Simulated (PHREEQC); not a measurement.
PHREEQC input (ion-association model, wateq4f.dat):

```
SOLUTION_SPECIES
  SO4-2 + 10H+ + 8e- = H2S + 4H2O  # shut off: sulfate is not reduced
    -log_k -100
    -delta_h 0
    -analytic -100
SOLUTION 1
  temp 8.5
  units mmol/kgw
  pH 7 charge
  Cl 14.432
  Fe(2) 0.066
  Na 3.3
SOLUTION 2
  temp 8.5
  units mmol/kgw
  pH 7 charge
  S(6) 35.53
  K 1.46
  Cu(2) 28
END
SELECTED_OUTPUT 1
  -reset false
  -pH true
  -pe true
  -ionic_strength true
  -water true
  -totals Cl Cu Fe K Na S Cu(1) Cu(2) Fe(2) Fe(3)
    S(-2) S(6)
  -molalities H+ Cl- Cu+2 Fe+2 K+ Na+ SO4-2 Fe+3 FeOH+2 FeOH+
    Fe(OH)3- FeSO4+ FeCl+2 FeCl2+ FeCl3 FeSO4 NaSO4- KSO4- HSO4- H2S
    HS- S-2 O2 Fe(OH)2+ Fe(OH)3 Fe(OH)4- Fe(OH)2 FeHSO4+ OH- FeHSO4+2
    CuCl2- CuCl3-2 Cu+ CuCl+ CuCl2 CuCl3- CuCl4-2 CuOH+ Cu(OH)2 Cu(OH)3-
    Cu(OH)4-2 Cu2(OH)2+2 CuSO4 Cu(HS)3- Fe(SO4)2- Fe2(OH)2+4 Fe3(OH)4+5 Fe(HS)2 Fe(HS)3- FeCl+
  -equilibrium_phases Cu(OH)2 Brochantite Antlerite Atacamite Halite Mirabilite Melanterite Chalcanthite
PRINT
  -reset false
MIX 1
  1 1
  2 0
EQUILIBRIUM_PHASES 1
  Cu(OH)2 0 0
  Brochantite 0 0
  Antlerite 0 0
  Atacamite 0 0
  Halite 0 0
  Mirabilite 0 0
  Melanterite 0 0
  Chalcanthite 0 0
END
# ... the last block is repeated for the other 10 points of share of solution B
```

Selected output (columns that matter, 11 of 11 rows; share of solution B added in front):

```
share of solution B	pH	mu	Cl	Cu	Fe	K	Na	S	m_H+	m_Cl-	m_Cu+2	m_Fe+2	m_K+	m_Na+
0	2.0028	0.014496	0.014432	0	6.6e-05	0	0.0033	0	0.011	0.014431	0	6.5173e-05	0	0.0033
0.1	2.0388	0.023191	0.012989	0.0028	5.94e-05	0.000146	0.00297	0.003553	0.010315	0.012967	0.0024473	5.3314e-05	0.00014504	0.002953
0.2	2.0633	0.030886	0.011546	0.0056	5.28e-05	0.000292	0.00264	0.007106	0.0098705	0.011512	0.0045238	4.4559e-05	0.00028855	0.0026128
0.3	2.0817	0.03804	0.010102	0.0084	4.62e-05	0.000438	0.00231	0.010659	0.0095486	0.010063	0.0064037	3.7245e-05	0.00043085	0.002277
0.4	2.0963	0.044838	0.0086592	0.0112	3.96e-05	0.000584	0.00198	0.014212	0.0093026	0.0086184	0.0081563	3.0783e-05	0.00057212	0.0019446
0.5	2.1082	0.051375	0.007216	0.014	3.3e-05	0.00073	0.00165	0.017765	0.0091084	0.0071765	0.009818	2.489e-05	0.00071247	0.0016151
0.6	2.1181	0.057711	0.0057728	0.0168	2.64e-05	0.000876	0.00132	0.021318	0.0089519	0.0057373	0.01141	1.9406e-05	0.000852	0.0012881
0.7	2.1265	0.063884	0.0043296	0.0196	1.98e-05	0.001022	0.00099	0.024871	0.0088238	0.0043002	0.012948	1.4233e-05	0.00099078	0.00096329
0.8	2.1336	0.069922	0.0028864	0.0224	1.32e-05	0.001168	0.00066	0.028424	0.008718	0.0028651	0.014441	9.3027e-06	0.0011289	0.00064044
0.9	2.1397	0.075845	0.0014432	0.0252	6.6e-06	0.001314	0.00033	0.031977	0.00863	0.0014318	0.015896	4.5693e-06	0.0012663	0.00031939
1	2.1449	0.081668	0	0.028	0	0.00146	0	0.03553	0.0085564	0	0.01732	0	0.0014031	0
```

Species that the database lacks are ignored. Away from 25 °C the constants follow the database's enthalpies or fits; those with neither stay at their 25 °C values.
